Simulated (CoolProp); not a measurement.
Nitrogen along the isobar 3.15 MPa: Z from the reference equation and from simpler models built on Tc = -147.0 °C, pc = 3.396 MPa, ω = 0.037; each cubic takes its own stable root.

Computed with CoolProp (reference Helmholtz-energy equation of state, Span 2000).

```tsv
T (°C)	phase	reference	van der Waals	Redlich-Kwong	Soave-Redlich-Kwong
-155.95	liquid	0.1567	0.2262	0.1712	0.1707
-130.25	gas	…	0.7517	…	…
-104.55	gas	0.8731	0.8568	…	0.8744
-78.85	gas	0.9273	0.9087	0.9216	0.9305
-53.05	gas	0.9576	0.9392	…	0.9618
-27.35	gas	0.9760	0.9586	0.9704	0.9806
-1.65	gas	0.9879	0.9717	0.9823	0.9925
24.05	gas	0.9958	0.9809	0.9902	1.000
49.85	gas	1.001	0.9876	0.9957	1.005
```

**Question.** Fill in the missing entries.

**Answer.** 
- -130.25, reference: 0.7560
- -130.25, Redlich-Kwong: 0.7508
- -130.25, Soave-Redlich-Kwong: 0.7547
- -104.55, Redlich-Kwong: 0.8673
- -53.05, Redlich-Kwong: 0.9520
